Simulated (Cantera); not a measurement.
## Reactions in the system Cu-H-O

Cantera with NASA thermochemical tables; ideal gases at 1 bar, condensed phases pure. Values are per mole of reaction as written; species without (g) are pure solids or liquids, kept so even where they would boil at 1 bar.

Cu + 2 H2O(g) ⇌ Cu(OH)2 + H2(g)

```json
[
 {"T (K)": "300", "ΔH° (kJ)": "33.3", "ΔS° (J/K)": "-171.5", "ΔG° (kJ)": "84.8", "log10 K": "-14.76"},
 {"T (K)": "350", "ΔH° (kJ)": "35.0", "ΔS° (J/K)": "-166.5", "ΔG° (kJ)": "93.2", "log10 K": "-13.92"},
 {"T (K)": "375", "ΔH° (kJ)": "35.8", "ΔS° (J/K)": "-164.1", "ΔG° (kJ)": "97.4", "log10 K": "-13.56"},
 {"T (K)": "400", "ΔH° (kJ)": "36.7", "ΔS° (J/K)": "-161.9", "ΔG° (kJ)": "101.5", "log10 K": "-13.25"},
 {"T (K)": "425", "ΔH° (kJ)": "37.6", "ΔS° (J/K)": "-159.8", "ΔG° (kJ)": "105.5", "log10 K": "-12.96"},
 {"T (K)": "450", "ΔH° (kJ)": "38.5", "ΔS° (J/K)": "-157.7", "ΔG° (kJ)": "109.4", "log10 K": "-12.70"},
 {"T (K)": "475", "ΔH° (kJ)": "39.4", "ΔS° (J/K)": "-155.8", "ΔG° (kJ)": "113.4", "log10 K": "-12.47"},
 {"T (K)": "500", "ΔH° (kJ)": "40.3", "ΔS° (J/K)": "-153.9", "ΔG° (kJ)": "117.2", "log10 K": "-12.25"},
 {"T (K)": "525", "ΔH° (kJ)": "41.2", "ΔS° (J/K)": "-152.1", "ΔG° (kJ)": "121.1", "log10 K": "-12.04"}
]
```
